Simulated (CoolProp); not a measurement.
A simple Rankine cycle with R142b: condensing at 314.15 K, boiler at 2.29 MPa, turbine inlet 418.2 K, turbine efficiency 0.6, pump efficiency 0.7, no recuperator. Each further row changes one setting.

The numbers come from the reference Helmholtz-energy equation of state, Lemmon 2006 in CoolProp. It is a short technical equation, of lower accuracy than the large ones.

```
case                             thermal efficiency (%)  net work (kJ/kg)  heat in (kJ/kg)  turbine exit temperature (K)  volume ratio over the turbine
-------------------------------  ----------------------  ----------------  ---------------  ----------------------------  -----------------------------
as stated                                           8.0              21.7              272                         374.5                           4.54
turbine inlet 438.2 K                               8.0              23.8              296                    (withheld)                           4.42
condensing temperature 306.15 K              (withheld)              25.3              283                         369.4                     (withheld)
boiler pressure 1.6 MPa                             6.4              17.9              282                         388.2                           3.03
turbine efficiency 0.5                              6.5        (withheld)              272                    (withheld)                           4.60
```

Problem. Some entries are withheld; supply them.

Solution. 
- turbine inlet 438.2 K, turbine exit temperature (K): 396.4
- condensing temperature 306.15 K, thermal efficiency (%): 9.0
- condensing temperature 306.15 K, volume ratio over the turbine: 5.67
- turbine efficiency 0.5, net work (kJ/kg): 17.7
- turbine efficiency 0.5, turbine exit temperature (K): 378.5
